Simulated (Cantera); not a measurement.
A perfectly stirred reactor is fed with CO : H2 : O2 : N2 = 1 : 0.099 : 0.796 : 9.56 (molar parts), at 100000 Pa; it is adiabatic with a 423 K inlet, and is followed from long to short residence time, starting on the burning branch (τ in s: 0.038, 0.016, 0.0064, 0.0026, 0.0011, 0.00044, 0.00018, 7.3e-05, 3e-05, 1.2e-05, 5e-06).

Model: GRI-Mech 3.0 (53 species, 325 reactions), integrated in Cantera.

Task: What does this change do: inlet temperature 423 to 598 K?

Result: 
```tsv
quantity	before	after
blow-out, bracketed by the residence times tried	burning at 38.0 ms, out at 16.0 ms	burning at 6.40 ms, out at 2.60 ms
x(CO) at τ = 38.0 ms	0.00837	0.00477
x(H2) at τ = 38.0 ms	0.000155	0.000114
x(O2) at τ = 38.0 ms	0.0266	0.0247
x(H2O2) at τ = 38.0 ms	3.23e-7	1.69e-7
x(NO) at τ = 38.0 ms	1.38e-6	5.77e-6
x(CO) at τ = 0.440 ms	0.0873	0.0873
x(H2) at τ = 0.440 ms	0.00864	0.00864
x(O2) at τ = 0.440 ms	0.0695	0.0695
x(H2O2) at τ = 0.440 ms	<1e-12	<1e-12
x(NO) at τ = 0.440 ms	<1e-12	<1e-12
```
